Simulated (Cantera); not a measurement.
A closed system holds: 1 mol CCl4, 1.4 mol F2.

Method: chemical equilibrium by Gibbs-energy minimisation in Cantera with the NASA 1993 tables (ideal gas, pure condensed phases). Candidate condensed phases: C; 27 gas species. Rates play no part.

Stable condensed phases, one row left out:

```
T in K \ P in Pa
              1    5.2     27    140    720   3700  19000 100000
   3423       A      A      A      A      A      A      A      A
   3348       A      A      A      A      A      A      A      A
   3273       A      A      A      A      A      A      A      B
   3198       A      A      A      A      A      A      B      B
   3123       A      A      A      A      A      A      B      B
   2973       A      A      A      A      A      B      B      B
   2898       A      A      A      A      B      B      B      A
   2823       A      A      A      B      B      B      B      A
   2748       A      A      A      B      B      B      B      A
   2673       A      A      B      B      B      B      B      A
   2598       A      A      B      B      B      B      B      B
   2523       A      B      B      B      B      B      B      B
```

A: gas only; B: C.

**Question.** Give the row for 3048 K.

**Answer.** 1: gas only; 5.2: gas only; 27: gas only; 140: gas only; 720: gas only; 3700: C; 19000: C; 100000: C.
